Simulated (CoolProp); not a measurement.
Vapour-liquid equilibrium of carbon dioxide (1) + carbonyl sulfide (2) at 1180 kPa; x and y are mole fractions of (1).

Values from CoolProp's multi-fluid Helmholtz-energy mixture model, Span 1996 and Lemmon 2006; pair parameters Bell 2016.

```csv
x,"bubble temperature, mixture model (°C)","bubble temperature, Raoult's law (°C)","y, mixture model","y, Raoult's law"
0.05,11.4,14.5,0.242,0.213
0.2,-8.0,-1.1,0.604,0.574
0.35,-17.9,-11.6,0.747,0.750
0.5,-23.9,-19.3,0.823,0.852
0.65,-28.1,-25.4,0.878,0.916
0.8,-31.5,-30.2,0.926,0.960
0.95,-34.5,-34.3,0.980,0.992
```

The largest gap from Raoult's law is -6.9 K in bubble temperature, at x = 0.2. No azeotrope shows between x = 0.05 and 0.95.

The pair parameters rest on a limited set of measurements; away from them the model extrapolates.
